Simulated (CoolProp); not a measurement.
Computed with CoolProp (reference Helmholtz-energy equation of state, Penoncello 2003).

**Question.** Give the vapour pressure (MPa), vapour Z, surface tension (mN/m) of saturated CHF3 (R23) at 190.1, 206.8, 273.5 K.

**Answer.** 
```tsv
T (K)	p (MPa)	vapour Z	surface tension (mN/m)
190.1	0.0954	0.959	17.0
206.8	0.232	0.928	13.9
273.5	2.52	0.646	2.69
```

Surface tension comes from a separate correlation (Mulero 2012).
